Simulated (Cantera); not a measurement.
TEOS + NO (silicon oxide and oxynitride deposition)

Charge: 1 mol TEOS, 0.23 mol NO, equilibrated at 16.0 mbar.

These are equilibrium values from Cantera (NASA tables, ideal gas, pure condensed phases), not measurements of a reactor. Candidate condensed phases: C, C6H6, C7H8, C8H18, H2O, Si, SiC, SiO2, Si2N2O, Si3N4; 151 gas species. The feed counts by its element totals alone. Mutual solubility and eutectic melting of coexisting phases are not modelled. The tables hold silica as quartz up to 1696 K and as liquid above; real silica turns to tridymite and cristobalite and melts near 1996 K. The numbers say what is thermodynamically allowed, not how fast it happens.

| T (K) | x H2 | x CO | x H2O | x CO2 | x N2 | x CH4 | x SiO | n C(graphite) | n SiO2(α-quartz) | n SiO2(β-quartz) | n Si2N2O(s) | n SiC(s) |
|---|---|---|---|---|---|---|---|---|---|---|---|---|
| 823 | 0.806 | 0.137 | 0.0234 | 0.0144 | 0.00976 | 0.00969 | <1e-12 | 6.10 | 1.00 | 0 | 0 | 0 |
| 923 | 0.808 | 0.175 | 0.00350 | 0.00155 | 0.00938 | 0.00243 | <1e-12 | 5.80 | 0 | 1.00 | 0 | 0 |
| 1023 | 0.809 | 0.180 | 0.000638 | 0.000185 | 0.00933 | 0.000786 | <1e-12 | 5.77 | 0 | 1.00 | 0 | 0 |
| 1123 | 0.810 | 0.181 | 0.000154 | 3.15e-5 | 0.00932 | 0.000308 | 2.35e-10 | 5.77 | 0 | 1.00 | 0 | 0 |
| 1223 | 0.810 | 0.181 | 4.70e-5 | 7.18e-6 | 0.00931 | 0.000140 | 9.40e-8 | 5.77 | 0 | 1.000 | 0 | 0 |
| 1323 | 0.804 | 0.190 | 1.80e-5 | 2.29e-6 | 0.00552 | 7.03e-5 | 1.42e-5 | 5.63 | 0 | 0.907 | 0.0462 | 0 |
| 1423 | 0.705 | 0.292 | 1.02e-5 | 1.86e-6 | 0.00208 | 3.03e-5 | 0.000407 | 3.04 | 0 | 0 | 0.0854 | 0.823 |
| 1523 | 0.697 | 0.294 | 4.79e-6 | 7.53e-7 | 0.00797 | 1.79e-5 | 0.000634 | 2.79 | 0 | 0 | 0 | 0.991 |
x: gas mole fraction; n: condensed amount in mol.

At 823 K the condensed part is C(graphite) + SiO2(α-quartz). From 923 K to 1223 K the condensed part is C(graphite) + SiO2(β-quartz). At 1323 K the condensed part is C(graphite) + SiO2(β-quartz) + Si2N2O(s). At 1423 K the condensed part is C(graphite) + SiC(s) + Si2N2O(s). At 1523 K the condensed part is C(graphite) + SiC(s).
